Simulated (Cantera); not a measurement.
Titanium nitride, carbide and oxide coatings: Ti(OiPr)4 + CH4 + H2

Feed: 1 mol Ti(OiPr)4, 3.2 mol CH4, 2.8 mol H2, held at 0.00133 bar.

These are equilibrium values from Cantera (NASA tables, ideal gas, pure condensed phases), not measurements of a reactor. Candidate condensed phases: C, C6H6, C7H8, C8H18, H2O, Ti, TiC, TiO, TiO2, Ti2O3, Ti3O5, Ti4O7; 113 gas species. The feed counts by its element totals alone. TiC: taken at fixed stoichiometry. Condensed phases not in the tables: Magnéli phases beyond Ti4O7. Rates play no part.

At 1000 K the condensed part is C(graphite) + Ti4O7(s). From 1150 K to 2200 K the condensed part is C(graphite) + TiC(s).

```
T (K)   x H2    x CO       x H  x C2H2 (acetylene)     x CH4    x H2O  n C(graphite)  n Ti4O7(s)  n TiC(s)
-----  -----  ------  --------  ------------------  --------  -------  -------------  ----------  --------
1000   0.911  0.0884   5.93e-8             1.04e-9  0.000106  4.24e-5           12.9       0.250         0
1150   0.853   0.147   1.89e-6             3.30e-8   2.27e-5  7.84e-6           10.2           0      1.00
1300   0.853   0.147   2.80e-5             4.91e-7   7.63e-6  1.52e-6           10.2           0      1.00
1450   0.853   0.147  0.000239             4.16e-6   3.20e-6  4.17e-7           10.2           0      1.00
1600   0.852   0.147   0.00137             2.34e-5   1.58e-6  1.46e-7           10.2           0      1.00
1750   0.847   0.147   0.00586             9.74e-5   8.74e-7  6.10e-8           10.2           0      1.00
1900   0.834   0.146    0.0199            0.000319   5.21e-7  2.89e-8           10.2           0     1.000
2050   0.801   0.143    0.0556            0.000850   3.19e-7  1.47e-8           10.2           0     1.000
2200   0.729   0.137     0.132             0.00187   1.86e-7  7.61e-9           10.1           0     0.999
```
x: gas mole fraction; n: condensed amount in mol.
